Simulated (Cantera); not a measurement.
Feed: 1 mol SiH2Cl2, 0.2 mol HCl, 15 mol N2, held at 1025 °C and 1.60 mbar.

Equilibrium computed with Cantera from the NASA thermochemical tables; the gas is ideal and each condensed phase is pure. Candidate condensed phases: NH4Cl, Si, Si3N4; 28 gas species. N2 is the only nitrogen source here; it is nearly inert below about 1500 K, so the nitride shown seldom forms there in practice. The tables' values for SiCl3 are old estimates; treat these amounts as uncertain. Rates play no part.

Base state: N2 0.873, HCl 0.0963, H2 0.0181, SiCl2 0.00661, SiCl4 0.00413, SiCl3 0.00214, SiHCl3 3.51e-5, Cl 1.62e-5 (mole fractions); condensed: Si3N4(s).

**Question.** What changes in the equilibrium state with this change: N2 from 15 to 4.4 mol?

**Answer.** 
```tsv
species	before	after
N2	0.873	0.653
HCl	0.0963	0.245
H2	0.0181	0.0618
SiCl4	0.00413	0.0181
SiCl2	0.00661	0.0152
SiHCl3	3.51e-5	0.000206
SiCl3	0.00214	0.00679
Cl	1.62e-5	2.23e-5
Si3N4(s), mol	0.262	0.253
```

**Question.** What changes in the equilibrium state with this change: temperature from 1025 °C to 902 °C?

**Answer.** 
```tsv
species	before	after
N2	0.873	0.875
HCl	0.0963	0.0998
H2	0.0181	0.0168
SiCl2	0.00661	0.000596
SiCl4	0.00413	0.00756
Cl	1.62e-5	2.06e-6
SiCl3	0.00214	0.000679
SiHCl3	3.51e-5	2.99e-5
Si3N4(s), mol	0.262	0.285
```

**Question.** What changes in the equilibrium state with this change: SiH2Cl2 replaced by SiH4?

**Answer.** 
```json
[
 {"species": "N2", "before": "0.873", "after": "0.867"},
 {"species": "H2", "before": "0.0181", "after": "0.121"},
 {"species": "HCl", "before": "0.0963", "after": "0.0121"},
 {"species": "SiCl2", "before": "0.00661", "after": "1.56e-5"},
 {"species": "SiCl4", "before": "0.00413", "after": "2.29e-8"},
 {"species": "SiCl3", "before": "0.00214", "after": "2.44e-7"},
 {"species": "SiHCl3", "before": "3.51e-5", "after": "1.04e-8"},
 {"species": "Si3N4(s), mol", "before": "0.262", "after": "0.333"}
]
```
